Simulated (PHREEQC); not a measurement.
Consider water at 20 °C with 7 mmol/kgw HF and 47 mmol/kgw (CH3)4NF. Closed to the air; pH follows from the charge balance.

Computed with PHREEQC (ion-association model, phreeqc.dat).

This is a speciation only: nothing precipitates in the calculation.

Question: What pH does the model give?

Answer: pH 3.94.

Question: In which forms is F present?

Answer: F- 85 %, HF 11 %, HF2- 3.7 % of the F.

(CH3)4N+ isn't in the database: it is added as a free cation with an ion size of 4 Å.
